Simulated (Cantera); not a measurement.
Input: 1 mol MgCO3, 0.23 mol O2, 2.8 mol N2, equilibrated at 0.0330 bar.

Equilibrium computed with Cantera from the NASA thermochemical tables; the gas is ideal and each condensed phase is pure. Candidate condensed phases: C, Mg, MgCO3, MgO; 28 gas species. Equilibrium is a limit: real reactors are often held back by kinetics, nucleation or transport.

x: gas mole fraction; n: condensed amount in mol.

```json
[
 {"T (K)": "1000", "x N2": "0.695", "x CO2": "0.248", "x O2": "0.0571", "x CO": "3.48e-10", "x NO": "1.53e-5", "x O": "2.07e-10", "x NO2": "7.83e-8", "n MgO(s)": "1.00"},
 {"T (K)": "1075", "x N2": "0.695", "x CO2": "0.248", "x O2": "0.0571", "x CO": "3.73e-9", "x NO": "3.30e-5", "x O": "1.72e-9", "x NO2": "1.04e-7", "n MgO(s)": "1.00"},
 {"T (K)": "1150", "x N2": "0.695", "x CO2": "0.248", "x O2": "0.0570", "x CO": "2.92e-8", "x NO": "6.42e-5", "x O": "1.09e-8", "x NO2": "1.33e-7", "n MgO(s)": "1.00"},
 {"T (K)": "1225", "x N2": "0.695", "x CO2": "0.248", "x O2": "0.0570", "x CO": "1.78e-7", "x NO": "0.000115", "x O": "5.53e-8", "x NO2": "1.65e-7", "n MgO(s)": "1.00"},
 {"T (K)": "1300", "x N2": "0.695", "x CO2": "0.248", "x O2": "0.0570", "x CO": "?", "x NO": "?", "x O": "?", "x NO2": "?", "n MgO(s)": "1.00"},
 {"T (K)": "1375", "x N2": "0.695", "x CO2": "0.248", "x O2": "0.0569", "x CO": "3.62e-6", "x NO": "0.000307", "x O": "8.36e-7", "x NO2": "2.37e-7", "n MgO(s)": "1.00"},
 {"T (K)": "1450", "x N2": "0.695", "x CO2": "0.248", "x O2": "0.0568", "x CO": "1.29e-5", "x NO": "0.000464", "x O": "2.64e-6", "x NO2": "2.76e-7", "n MgO(s)": "1.00"},
 {"T (K)": "1525", "x N2": "0.694", "x CO2": "0.248", "x O2": "0.0568", "x CO": "4.06e-5", "x NO": "0.000673", "x O": "7.43e-6", "x NO2": "3.17e-7", "n MgO(s)": "1.00"},
 {"T (K)": "1600", "x N2": "0.694", "x CO2": "0.248", "x O2": "0.0566", "x CO": "?", "x NO": "?", "x O": "?", "x NO2": "?", "n MgO(s)": "1.00"},
 {"T (K)": "1675", "x N2": "0.694", "x CO2": "0.248", "x O2": "0.0565", "x CO": "0.000293", "x NO": "0.00128", "x O": "4.47e-5", "x NO2": "4.04e-7", "n MgO(s)": "1.00"},
 {"T (K)": "1750", "x N2": "0.694", "x CO2": "0.247", "x O2": "0.0565", "x CO": "0.000692", "x NO": "0.00170", "x O": "9.79e-5", "x NO2": "4.49e-7", "n MgO(s)": "1.00"},
 {"T (K)": "1825", "x N2": "0.693", "x CO2": "0.246", "x O2": "0.0566", "x CO": "0.00151", "x NO": "0.00220", "x O": "0.000201", "x NO2": "4.97e-7", "n MgO(s)": "1.00"},
 {"T (K)": "1900", "x N2": "0.692", "x CO2": "0.245", "x O2": "0.0569", "x CO": "0.00309", "x NO": "0.00280", "x O": "0.000392", "x NO2": "5.48e-7", "n MgO(s)": "1.000"}
]
```

**Question.** What belongs in the gaps?

**Answer.** 
- 1300, x CO: 8.75e-7
- 1300, x NO: 0.000194
- 1300, x O: 2.32e-7
- 1300, x NO2: 1.99e-7
- 1600, x CO: 0.000114
- 1600, x NO: 0.000944
- 1600, x O: 1.90e-5
- 1600, x NO2: 3.60e-7
